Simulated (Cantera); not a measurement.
**PbI2 + H2 (halide evaporation, hydrolysis and transport)**

Charge: 1 mol PbI2, 7.7 mol H2, equilibrated at 1650 K and 0.00133 bar.

Equilibrium computed with Cantera from the NASA thermochemical tables; the gas is ideal and each condensed phase is pure. Candidate condensed phases: I2, Pb, PbI2; 10 gas species. The numbers say what is thermodynamically allowed, not how fast it happens.

```json
{
  "x(H2)": "0.718",
  "x(I)": "0.176",
  "x(Pb)": "0.0919",
  "x(HI)": "0.00973",
  "x(H)": "0.00211",
  "x(PbI)": "0.00210",
  "x(PbI2)": "1.87e-5",
  "x(I2)": "8.79e-6",
  "gas_amount": "10.64 mol",
  "log10 activity of Pb(l) (absent)": "-2.87",
  "log10 activity of I2(l) (absent)": "-10.17"
}
```
